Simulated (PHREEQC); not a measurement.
**Brine**

Make-up at 25 °C: 0.0095 mol/kgw MgCl2, 0.015 mol/kgw CaCl2 and 0.27 mol/kgw NaCl. Closed to the air; pH follows from the charge balance.

Computed with PHREEQC (ion-association model, wateq4f.dat).

The ionic strength is 0.344 mol/kgw and the activity of water is 0.990.

| species | molality | activity | log γ |
|---|---|---|---|
| Cl- | 0.319 | 0.214 | -0.173 |
| Na+ | 0.270 | 0.194 | -0.143 |
| Ca+2 | 0.0150 | 0.00420 | -0.553 |
| Mg+2 | 0.00950 | 0.00292 | -0.512 |
| H+ | 1.97e-7 | 1.53e-7 | -0.109 |
| OH- | 9.76e-8 | 6.47e-8 | -0.179 |
| MgOH+ | 9.31e-8 | 6.86e-8 | -0.133 |
| CaOH+ | 6.20e-9 | 4.51e-9 | -0.139 |

No solid was allowed to form.
